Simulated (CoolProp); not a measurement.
Vapour-liquid equilibrium of acetone (1) + p-xylene (2) at 127.85 °C; x and y are mole fractions of (1).

Computed with CoolProp (multi-fluid Helmholtz-energy mixture model, Lemmon 2006 and Zhou 2012; pair parameters Bell 2016).

```csv
x,"bubble pressure, mixture model (MPa)","bubble pressure, Raoult's law (MPa)","y, mixture model","y, Raoult's law"
0.05,0.1274,0.1082,0.417,0.333
0.2,0.2527,0.2050,0.731,0.704
0.35,0.3500,0.3018,0.826,0.836
0.5,0.4337,0.3986,0.879,0.905
0.65,0.5136,0.4954,0.918,0.946
0.8,0.5967,0.5922,0.953,0.974
0.95,0.6882,0.6890,0.988,0.994
```

The largest gap from Raoult's law is +23.3 % in bubble pressure, at x = 0.2. No azeotrope shows between x = 0.05 and 0.95.

Pair parameters are fitted to limited data, so mixtures are less certain than the pure fluids.
